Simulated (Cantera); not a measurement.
Feed: 1 mol SiC, 0.67 mol O2, 3.2 mol N2, held at 900 Torr.

These are equilibrium values from Cantera (NASA tables, ideal gas, pure condensed phases), not measurements of a reactor. Candidate condensed phases: C, Si, SiC, SiO2, Si2N2O, Si3N4; 34 gas species. Kinetics and transport are ignored. All values below are at 1725 K.

Base state: N2 0.763, CO 0.237, SiO 0.000115 (mole fractions); condensed: C(graphite) + Si2N2O(s).

What changes in the equilibrium state with this change: SiC replaced by Si?


```tsv
species	before	after
N2	0.763	1.000
SiO	0.000115	0.000322
CO	0.237	0
C(graphite), mol	0.160	0
Si2N2O(s), mol	0.500	0.220
SiO2(condensed), mol	0	0.560
```
Mutual solubility and eutectic melting of coexisting phases are not modelled. The tables hold silica as quartz up to 1696 K and as liquid above; real silica turns to tridymite and cristobalite and melts near 1996 K.
